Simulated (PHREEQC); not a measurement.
# Polishing slurry liquid

Solution (20 °C): 0.002 mol H2SO4 and 7.6e-07 mol H4SiO4 per kg of water. Closed to the air; pH follows from the charge balance.

All values are PHREEQC results (ion-association model, wateq4f.dat), not measurements.

This is a speciation only: nothing precipitates in the calculation.

Problem. Estimate the pH.

Solution. pH 2.47.

Problem. In which forms is S present?

Solution. SO4-2 81 %, HSO4- 19 % of the S.
